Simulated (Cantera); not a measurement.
An isothermal, constant-pressure homogeneous reactor starts with CH₄ : CO₂ = 1 : 0.31 (molar parts), at 2050 K and 760 Torr. Integrator tolerance rtol = 1e-08.

Computed with Cantera and GRI-Mech 3.0 (53 species, 325 reactions). GRI-Mech 3.0 stops at C3 and has no aromatics, soot or wall deposition, so with more carbon than oxygen in the feed, carbon stays in small species such as C2H2 where larger ones or solid carbon would form.

Q: What does this change do: temperature 2050 to 1298 K?

A: 
```tsv
quantity	before	after
x(CH₄) at 90.0 s	0.00207 (gas-phase equilibrium 0.00207)	0.338 (gas-phase equilibrium 0.286)
x(CO₂) at 90.0 s	8.14e-8 (gas-phase equilibrium 8.16e-8)	0.0585 (gas-phase equilibrium 2.00e-6)
x(O) at 90.0 s	<1e-12 (gas-phase equilibrium <1e-12)	<1e-12 (gas-phase equilibrium <1e-12)
x(C₂H₆) at 90.0 s	1.11e-7 (gas-phase equilibrium 1.11e-7)	0.000591 (gas-phase equilibrium 0.000292)
x(C₂H₄) at 90.0 s	0.000423 (gas-phase equilibrium 0.000423)	0.0504 (gas-phase equilibrium 0.0148)
```
